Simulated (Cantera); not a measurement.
A Cantera script and what it prints.

```python
import numpy as np
import cantera as ct

gas_names = """
    O2 TaO2 AL2O CrO3 CO
""".split()
cond_names = """
    Ta(cr) Ta(L) AL(cr) AL(L) Cr(cr) Cr(L) Ti(a) Ti(b) Ti(L) Ti4O7(s) Ti4O7(L) C(gr)
""".split()


# ... load() reads the species with a 1 bar reference pressure and builds the phases ...
species = {s.name: s for s in load("nasa_gas.yaml", gas_names) + load("nasa_condensed.yaml", cond_names)}
# Each term lists the table entries of one substance; the one whose range holds T is used.
reactions = {
    'Ta + O2(g) = TaO2(g)':
        [(-1, ['Ta(cr)', 'Ta(L)']), (-1, ['O2']), (1, ['TaO2'])],
    '4 Al + O2(g) = 2 Al2O(g)':
        [(-4, ['AL(cr)', 'AL(L)']), (-1, ['O2']), (2, ['AL2O'])],
    '0.6667 Cr + O2(g) = 0.6667 CrO3(g)':
        [(-0.6666666666666666, ['Cr(cr)', 'Cr(L)']), (-1, ['O2']), (0.6666666666666666, ['CrO3'])],
    '1.143 Ti + O2(g) = 0.2857 Ti4O7':
        [(-1.1428571428571428, ['Ti(a)', 'Ti(b)', 'Ti(L)']), (-1, ['O2']), (0.2857142857142857, ['Ti4O7(s)', 'Ti4O7(L)'])],
    '2 C + O2(g) = 2 CO(g)':
        [(-2, ['C(gr)']), (-1, ['O2']), (2, ['CO'])],
}


def pick(names, T):
    return next(species[n] for n in names if species[n].thermo.min_temp <= T <= species[n].thermo.max_temp)


results = []
for label, terms in reactions.items():
    print(label)
    print("     T/K   dH/kJ  dS/(J/K)   dG/kJ   log10 K")
    for T in [548, 648, 748, 848, 948, 1048, 1148, 1248, 1348]:
        used = [(nu, pick(names, T)) for nu, names in terms]
        dH = sum(nu * s.thermo.h(T) for nu, s in used) / 1e6
        dS = sum(nu * s.thermo.s(T) for nu, s in used) / 1e3
        dG = dH - T * dS / 1e3
        logK = -dG * 1e6 / (ct.gas_constant * T * np.log(10))
        results.append((label, T, dH, dS, dG, logK, [s.name for _, s in used]))
        print(f"{T:8g} {dH:8.1f} {dS:8.1f} {dG:8.1f} {logK:8.2f}")
```

Result:

```
Ta + O2(g) = TaO2(g)
     T/K   dH/kJ  dS/(J/K)   dG/kJ   log10 K
     548   -202.9     28.5   -218.5    20.83
     648   -203.5     27.4   -221.3    17.84
     748   -204.2     26.5   -224.0    15.64
     848   -204.9     25.7   -226.6    13.96
     948   -205.6     24.9   -229.1    12.63
    1048   -206.3     24.2   -231.6    11.54
    1148   -207.0     23.5   -234.0    10.65
    1248   -207.8     22.9   -236.3     9.89
    1348   -208.6     22.2   -238.5     9.24
4 Al + O2(g) = 2 Al2O(g)
     T/K   dH/kJ  dS/(J/K)   dG/kJ   log10 K
     548   -296.3    171.9   -390.5    37.22
     648   -299.0    167.4   -407.5    32.85
     748   -302.2    162.8   -424.0    29.61
     848   -306.0    158.0   -440.1    27.11
     948   -353.3    107.2   -454.9    25.07
    1048   -357.4    103.1   -465.5    23.20
    1148   -361.4     99.4   -475.6    21.64
    1248   -365.5     96.1   -485.4    20.31
    1348   -369.5     93.0   -494.8    19.17
0.6667 Cr + O2(g) = 0.6667 CrO3(g)
     T/K   dH/kJ  dS/(J/K)   dG/kJ   log10 K
     548   -196.3    -46.2   -171.0    16.30
     648   -196.5    -46.6   -166.4    13.41
     748   -196.8    -46.9   -161.7    11.29
     848   -197.0    -47.2   -157.0     9.67
     948   -197.3    -47.5   -152.3     8.39
    1048   -197.6    -47.8   -147.5     7.35
    1148   -198.1    -48.2   -142.7     6.49
    1248   -198.7    -48.7   -137.8     5.77
    1348   -199.4    -49.3   -132.9     5.15
1.143 Ti + O2(g) = 0.2857 Ti4O7
     T/K   dH/kJ  dS/(J/K)   dG/kJ   log10 K
     548   -970.7   -178.7   -872.7    83.18
     648   -969.4   -176.6   -855.0    68.92
     748   -968.0   -174.6   -837.4    58.48
     848   -966.7   -173.0   -820.0    50.51
     948   -965.4   -171.5   -802.8    44.23
    1048   -964.2   -170.3   -785.7    39.16
    1148   -963.7   -169.9   -768.7    34.98
    1248   -966.4   -172.3   -751.4    31.45
    1348   -964.8   -171.0   -734.3    28.45
2 C + O2(g) = 2 CO(g)
     T/K   dH/kJ  dS/(J/K)   dG/kJ   log10 K
     548   -220.1    181.5   -319.6    30.46
     648   -220.6    180.7   -337.7    27.22
     748   -221.3    179.6   -355.7    24.84
     848   -222.3    178.4   -373.6    23.01
     948   -223.4    177.2   -391.4    21.56
    1048   -224.5    176.0   -409.0    20.39
    1148   -225.8    174.9   -426.6    19.41
    1248   -227.0    173.9   -444.0    18.58
    1348   -228.4    172.8   -461.4    17.88
```

Source: NASA polynomial tables (part measured, part estimated), evaluated in Cantera. Condensed species are held in their standard states even where they would react or evaporate.
